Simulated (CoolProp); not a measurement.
Model: reference Helmholtz-energy equation of state, de Reuck 1990, in CoolProp.

Task: Give the vapour pressure (bar), liquid density (kg/m³), vapour density (kg/m³), enthalpy of vaporisation (kJ/kg) of saturated fluorine at 89.6 K.

Result: 
```csv
T (K),p (bar),liquid density (kg/m³),vapour density (kg/m³),enthalpy of vaporisation (kJ/kg)
89.6,1.66,1470,8.90,170
```
